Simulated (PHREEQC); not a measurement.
A made-up water analysis in mg/L, 25 °C, pH 6.39, pe 9.6:

```tsv
constituent	mg/L
Na	385
K	4.11
Ca	420
Mg	187
Cl	632
S(6) as SO4	1520
Alkalinity as HCO3	218
Br	41.5
N(5) as NO3	9.54
Cd	4.06
```

Valence states are taken as typed.

All values are PHREEQC results (ion-association model, wateq4f.dat), not measurements.

This is a speciation only: nothing precipitates in the calculation.

Question: Estimate the ionic strength, charge-balance error.

Answer: ionic strength 0.0656 mol/kgw; charge-balance error -0.5 %.

Question: In which forms is Ca present?

Answer: Ca+2 72 %, CaSO4 27 %, CaHCO3+ 1.3 % of the Ca.

Examples of supersaturated solids here: Otavite. Others may be too.
